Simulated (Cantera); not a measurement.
Charge: 1 mol PbO, 2.9 mol O2, 0.8 mol H2, held at 42000 Pa.

These are equilibrium values from Cantera (NASA tables, ideal gas, pure condensed phases), not measurements of a reactor. Candidate condensed phases: H2O, Pb, PbO, PbO2, Pb3O4; 12 gas species. Gases not in the tables: (PbO)n polymers. The numbers say what is thermodynamically allowed, not how fast it happens.

Question: Which condensed phases are stable at each of these points (T (K)): 1000, 1050, 1100, 1150, 1200, 1250, 1300, 1350?

Answer: 
```tsv
T (K)	condensed phases	Pb condensed (%)
1000	PbO(yellow)	100.0
1050	PbO(yellow)	100.0
1100	PbO(yellow)	100.0
1150	PbO(yellow)	100.0
1200	PbO(l)	99.9
1250	PbO(l)	99.9
1300	PbO(l)	99.6
1350	PbO(l)	99.2
```

From 1000 K to 1150 K the condensed part is PbO(yellow). From 1200 K to 1350 K the condensed part is PbO(l).
